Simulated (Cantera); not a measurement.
Feed: 1 mol c-C4F8, 2.8 mol HCl, 2.2 mol H2, held at 1050 K and 9.00 Pa.

These are equilibrium values from Cantera (NASA tables, ideal gas, pure condensed phases), not measurements of a reactor. Candidate condensed phases: C, C6H6, C7H8, C8H18; 118 gas species. The feed counts by its element totals alone. Gases not in the tables: C2F6 and larger saturated fluorocarbons. Rates play no part.

Base state: HF 0.660, HCl 0.189, CF4 0.0703, Cl2 0.0601, Cl 0.0205, CClF3 0.000562 (mole fractions); condensed: C(graphite).

Question: What changes in the equilibrium state with this change: temperature from 1050 K to 2523.15 K?

Answer: 
```csv
species,before,after
HF,0.660,0.533
Cl,0.0205,0.235
F,2.10e-8,0.140
HCl,0.189,0.00282
H,<1e-9,0.0728
CF4,0.0703,<1e-9
Cl2,0.0601,3.77e-7
C3,<1e-9,0.00789
CF,<1e-9,0.00489
"C(graphite), mol",3.40,3.61
```

Question: What changes in the equilibrium state with this change: HCl from 2.8 to 0.014 mol?

Answer: 
```
species             before     after
----------------  --------  --------
HF                   0.660     0.828
CF4                 0.0703     0.169
HCl                  0.189   0.00235
Cl2                 0.0601   9.18e-6
Cl                  0.0205  0.000253
CClF3             0.000562   1.34e-5
C(graphite), mol      3.40      3.10
```
